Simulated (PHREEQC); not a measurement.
A solution holds 4 mmol/kgw KOH, 0.022 mmol/kgw H4SiO4 and 1.3 mmol/kgw K3PO4, at 25 °C. Closed to the air; pH follows from the charge balance.

Model: ion-association model, phreeqc.dat, run in PHREEQC.

The ionic strength comes out as 0.00983 mol/kgw. What activity coefficients do KHPO4-, H3SiO4-, HPO4-2, OH-, PO4-3 get?

KHPO4- 0.91, H3SiO4- 0.90, HPO4-2 0.67, OH- 0.90, PO4-3 0.40.

Precipitation was switched off in this run. Species that the database lacks are ignored.
